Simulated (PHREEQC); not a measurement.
Consider water at 25 °C with 0.21 mol/kgw ZnSO4, 0.14 mol/kgw NaCl and 0.02 mol/kgw H2SO4. Closed to the air; pH follows from the charge balance.

Equilibrium calculation in PHREEQC: ion-association model, phreeqc.dat.

No solid was allowed to form.

Question: Order these Cl species by the share of Cl that they hold, largest first: ZnCl2, ZnCl3-, Cl-, ZnCl+.

Answer: Cl- (94 %), ZnCl+ (5.6 %), ZnCl2 (0.55 %), ZnCl3- (0.14 %)

The pH is 1.90 and the ionic strength 0.582 mol/kgw.
